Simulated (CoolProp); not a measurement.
Vapour-liquid equilibrium of ethanol (1) + n-nonane (2) at 105.55 °C; x and y are mole fractions of (1).

Values from CoolProp's multi-fluid Helmholtz-energy mixture model, Schroeder 2014 and Lemmon 2006; pair parameters Bell 2016.

```json
[
 {"x": "0.05", "bubble pressure, mixture model (MPa)": "0.08374", "bubble pressure, Raoult's law (MPa)": "0.03788", "y, mixture model": "0.698", "y, Raoult's law": "0.357"},
 {"x": "0.2", "bubble pressure, mixture model (MPa)": "0.1840", "bubble pressure, Raoult's law (MPa)": "0.07458", "y, mixture model": "0.870", "y, Raoult's law": "0.725"},
 {"x": "0.35", "bubble pressure, mixture model (MPa)": "0.2217", "bubble pressure, Raoult's law (MPa)": "0.1113", "y, mixture model": "0.898", "y, Raoult's law": "0.850"},
 {"x": "0.5", "bubble pressure, mixture model (MPa)": "0.2346", "bubble pressure, Raoult's law (MPa)": "0.1480", "y, mixture model": "0.907", "y, Raoult's law": "0.913"},
 {"x": "0.65", "bubble pressure, mixture model (MPa)": "0.2414", "bubble pressure, Raoult's law (MPa)": "0.1847", "y, mixture model": "0.913", "y, Raoult's law": "0.951"},
 {"x": "0.8", "bubble pressure, mixture model (MPa)": "0.2509", "bubble pressure, Raoult's law (MPa)": "0.2214", "y, mixture model": "0.928", "y, Raoult's law": "0.977"},
 {"x": "0.95", "bubble pressure, mixture model (MPa)": "0.2654", "bubble pressure, Raoult's law (MPa)": "0.2581", "y, mixture model": "0.971", "y, Raoult's law": "0.995"}
]
```

The largest gap from Raoult's law is +146.7 % in bubble pressure, at x = 0.2. No azeotrope shows between x = 0.05 and 0.95.

Pair parameters are fitted to limited data, so mixtures are less certain than the pure fluids. With so large a gap from Raoult's law the liquid may split in two, which this calculation doesn't test in full.
